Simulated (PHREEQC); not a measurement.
# City or well water (model solution)

Model water analysis in mg/L, 20 °C, pH 6.66, pe -1.3: Na 2.22; K 2.49; Ca 27.2; Mg 3.23; Cl 65; S(6) as SO4 12.5; Alkalinity as HCO3 37; Mn(2) 0.014.

Valence states are taken as typed.

Computed with PHREEQC (ion-association model, phreeqc.dat).

```yaml
ionic_strength: 0.00313 mol/kgw
specific_conductance: 242 µS/cm
charge_balance_error: -20.7 %
```

```csv
species,molality,activity,log γ
Cl-,0.00183,0.00172,-0.026
Ca+2,0.000666,0.000526,-0.103
HCO3-,0.000602,0.000567,-0.026
CO2,0.000299,0.000299,0.000
Mg+2,0.000130,0.000103,-0.102
SO4-2,0.000120,9.42e-5,-0.104
Na+,9.65e-5,9.09e-5,-0.026
K+,6.37e-5,5.99e-5,-0.027
```

Precipitation was switched off in this run.
